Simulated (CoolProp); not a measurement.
The numbers come from the reference Helmholtz-energy equation of state, Thol 2015 in CoolProp.

Q: For 1,2-dichloroethane, give the phase and the cv (kJ/(kg K)), isothermal compressibility (1/MPa) at 96.35 °C and 22 MPa; 115.05 °C and 22 MPa; 170.95 °C and 22 MPa.

A: 
- 96.35 °C and 22 MPa: liquid; cv 0.932, isothermal compressibility 0.00112
- 115.05 °C and 22 MPa: liquid; cv 0.943, isothermal compressibility 0.00130
- 170.95 °C and 22 MPa: liquid; cv 0.983, isothermal compressibility 0.00206
